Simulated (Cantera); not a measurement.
Feed: 1 mol SiCl4, 0.25 mol C3H8, 1100 mol H2, at 1.33 mbar.

These are equilibrium values from Cantera (NASA tables, ideal gas, pure condensed phases), not measurements of a reactor. Candidate condensed phases: C, C6H6, C7H8, C8H18, Si, SiC; 109 gas species. Rates play no part.

Question: At 1848 K, list the 5 most abundant gas species with their mole fractions, and the condensed phases.

Answer: H2 0.982, H 0.0144, HCl 0.00355, Si 0.000308, C2H2 (acetylene) 5.24e-5. Condensed: SiC(s).
